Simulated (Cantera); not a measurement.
A Cantera script and what it prints.

```python
import numpy as np
import cantera as ct

gas_names = """
    CL CL2 H HCL H2 Li LiCL LiH Li2 Li2CL2 Li3CL3
""".split()
cond_names = """
    Li(cr) Li(L) LiCL(s) LiCL(L) LiH(s) LiH(L)
""".split()


# ... load() reads the species with a 1 bar reference pressure and builds the phases ...
atoms = {
    'LiCl': {'Li': 1, 'CL': 1},
    'H2': {'H': 2},
}
top_T = {}  # K; cautious upper limits of use, not melting points


# ... equilibrate(T, P, feed) seeds the gas with the atoms and calls Mixture.equilibrate('TP', solver="vcs", rtol=1e-11, max_steps=5000) ...
results = []
T = 1675  # K
P = 26000  # Pa
for m in [0.88, 1.2, 1.7, 2.3, 3.3, 4.5, 6.3, 8.7, 12, 17, 23, 32, 44]:
    feed = {'LiCl': 1, 'H2': m}  # mol
    mix = equilibrate(T, P, feed)
    results.append((T, P, feed, dict(zip(mix.species_names, mix.species_moles))))

top = {s: max(r[3][s] / sum(r[3][g] for g in gas_names) for r in results) for s in gas_names}
cols = sorted((s for s in top if top[s] > 0.001), key=lambda s: -top[s])[:5]
seen = [c for c in cond_names if any(r[3].get(c, 0) > 1e-12 for r in results)]
print("log10 of partial pressures in bar; condensed amounts in mol")
print(f"{'n(H2)':>10s}" + "".join(f"{s[:9]:>10s}" for s in cols + seen))
for T, P, feed, n in results:
    ng = sum(n[g] for g in gas_names)
    print(f"{feed['H2']:10.4g}" + "".join(f"{np.log10(max(n[s] / ng * P / 1e5, 1e-99)):10.3f}" for s in cols)
          + "".join(f"{n.get(c, 0):10.4g}" for c in seen))
```

Result:

```
log10 of partial pressures in bar; condensed amounts in mol
     n(H2)        H2      LiCL    Li2CL2       HCL        Li
      0.88    -0.904    -0.894    -2.155    -3.522    -3.530
       1.2    -0.840    -0.959    -2.285    -3.539    -3.547
       1.7    -0.781    -1.045    -2.455    -3.566    -3.575
       2.3    -0.738    -1.128    -2.623    -3.597    -3.607
       3.3    -0.698    -1.239    -2.844    -3.642    -3.652
       4.5    -0.671    -1.343    -3.052    -3.687    -3.698
       6.3    -0.649    -1.463    -3.291    -3.741    -3.752
       8.7    -0.632    -1.584    -3.534    -3.798    -3.809
        12    -0.620    -1.709    -3.785    -3.857    -3.868
        17    -0.610    -1.849    -4.065    -3.925    -3.936
        23    -0.604    -1.973    -4.313    -3.985    -3.996
        32    -0.599    -2.111    -4.589    -4.053    -4.064
        44    -0.595    -2.246    -4.859    -4.119    -4.131
```

Cantera equilibrium calculation (NASA polynomials, part measured and part estimated; ideal gas, pure solids and liquids).
